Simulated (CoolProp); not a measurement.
R115 along the isotherm 398.4 K: density (kg/m³) from the reference equation and from simpler models built on Tc = 353.1 K, pc = 3.129 MPa, ω = 0.248; each cubic takes its own stable root.

Values from CoolProp's reference Helmholtz-energy equation of state, Lemmon 2016.

```csv
p (MPa),phase,reference
0.099,gas,4.649
0.16,gas,7.546
0.258,gas,12.25
0.417,gas,20.04
0.674,gas,33.03
1.09,gas,55.25
1.76,gas,94.78
2.84,gas,172.2
4.59,supercritical,361.5
7.42,supercritical,744.7
12,supercritical,962.9
19.4,supercritical,1098
31.3,supercritical,1211
```

### Question
How far does each simpler model (Soave-Redlich-Kwong, Peng-Robinson) lie from the reference over these 13 states: mean and median of the absolute difference, and the worst?

### Answer
- Soave-Redlich-Kwong: mean 2.2 %, median 0.1 %, worst -11.1 % at 398.4 K and 7.42 MPa
- Peng-Robinson: mean 2.3 %, median 1.0 %, worst +10.0 % at 398.4 K and 31.3 MPa
